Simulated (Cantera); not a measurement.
Feed: 1 mol AlN, 180 mol H2, equilibrated at 4.40 Pa.

Equilibrium computed with Cantera from the NASA thermochemical tables; the gas is ideal and each condensed phase is pure. Candidate condensed phases: Al, AlN; 13 gas species. Equilibrium is a limit: real reactors are often held back by kinetics, nucleation or transport.

x: gas mole fraction; n: condensed amount in mol.

```json
[
 {"T (°C)": "1177", "x H2": "0.996", "x H": "0.00142", "x Al": "0.00138", "x N2": "0.000696", "x AlH": "1.35e-5", "x Al2": "1.32e-9", "n AlN(s)": "0.749"},
 {"T (°C)": "1227", "x H2": "0.991", "x H": "[?]", "x Al": "[?]", "x N2": "[?]", "x AlH": "3.56e-5", "x Al2": "8.58e-9", "n AlN(s)": "[?]"},
 {"T (°C)": "1277", "x H2": "0.987", "x H": "0.00472", "x Al": "0.00546", "x N2": "0.00275", "x AlH": "3.60e-5", "x Al2": "8.21e-9", "n AlN(s)": "0"},
 {"T (°C)": "1327", "x H2": "0.984", "x H": "0.00813", "x Al": "0.00546", "x N2": "0.00274", "x AlH": "3.01e-5", "x Al2": "5.39e-9", "n AlN(s)": "0"},
 {"T (°C)": "1377", "x H2": "0.978", "x H": "[?]", "x Al": "0.00545", "x N2": "0.00274", "x AlH": "[?]", "x Al2": "[?]", "n AlN(s)": "0"},
 {"T (°C)": "1427", "x H2": "0.970", "x H": "0.0219", "x Al": "0.00543", "x N2": "0.00272", "x AlH": "2.15e-5", "x Al2": "2.48e-9", "n AlN(s)": "0"},
 {"T (°C)": "1477", "x H2": "0.958", "x H": "0.0343", "x Al": "0.00540", "x N2": "0.00271", "x AlH": "1.83e-5", "x Al2": "1.73e-9", "n AlN(s)": "0"},
 {"T (°C)": "1527", "x H2": "0.940", "x H": "0.0523", "x Al": "0.00535", "x N2": "0.00268", "x AlH": "1.57e-5", "x Al2": "1.22e-9", "n AlN(s)": "0"},
 {"T (°C)": "1577", "x H2": "0.914", "x H": "0.0777", "x Al": "0.00528", "x N2": "0.00265", "x AlH": "1.34e-5", "x Al2": "8.72e-10", "n AlN(s)": "0"}
]
```

Task: Some entries are withheld; supply them.

Result: 
- 1377, x H: 0.0135
- 1377, x AlH: 2.53e-5
- 1377, x Al2: 3.62e-9
- 1227, x H: 0.00264
- 1227, x Al: 0.00447
- 1227, x N2: 0.00225
- 1227, n AlN(s): 0.183
